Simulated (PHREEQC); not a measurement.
Buffer (model solution)

Consider water at 24 °C with 0.0025 mol NH4Cl, 0.023 mol Na2CO3 and 3.5e-05 mol NaCl per kg of water. Closed to the air; pH follows from the charge balance.

Computed with PHREEQC (ion-association model, phreeqc.dat).

Precipitation was switched off in this run.

Q: What pH does the model give?

A: pH 10.77.

Q: In which forms is N present?

A: NH3 96 %, NH4+ 3.9 % of the N.
